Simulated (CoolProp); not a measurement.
A simple Rankine cycle with propylene: condensing at 311.15 K, boiler at 3.6 MPa, turbine inlet 501.4 K, turbine efficiency 0.6, pump efficiency 0.7, no recuperator. Each further row changes one setting.

Model: reference Helmholtz-energy equation of state, Lemmon 2013, in CoolProp.

| case | thermal efficiency (%) | net work (kJ/kg) | heat in (kJ/kg) | turbine exit temperature (K) | volume ratio over the turbine |
|---|---|---|---|---|---|
| as stated | 5.5 | 37.7 | 683 | 473.5 | ? |
| turbine inlet 521.4 K | 5.5 | 40.0 | 732 | 493.9 | ? |
| condensing temperature 303.15 K | 6.6 | 46.7 | 704 | 467.8 | 2.71 |
| boiler pressure 2.52 MPa | 3.3 | 22.9 | 697 | 486.2 | 1.58 |
| turbine efficiency 0.5 | 4.4 | ? | 683 | 476.7 | 2.28 |

Q: What belongs in the gaps?

A: 
- as stated, volume ratio over the turbine: 2.26
- turbine inlet 521.4 K, volume ratio over the turbine: 2.25
- turbine efficiency 0.5, net work (kJ/kg): 30.4
